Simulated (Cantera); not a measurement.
Gas mixture: 100 % O2, at 220 Pa, frozen composition.

Cantera's kinetic-theory transport with the Lennard-Jones parameters of GRI-Mech 3.0, ideal gas; thermal conductivity in the multicomponent form.

One state of this run: ρ (kg/m³) = 0.00169; cp (J/kg/K) = 971.4; μ (µPa s) = 30.0; λ (mW/m/K) = 41.1; Pr = 0.711; D (cm²/s) NH3 = 269; D (cm²/s) N2 = 233; D (cm²/s) H = 1440. D: mixture-averaged diffusion coefficient of that species in the mixture.

### Question
Which value of T (K) does it belong to?
(A) 600
(B) 800
(C) 500
(D) 900

### Answer
C, 500
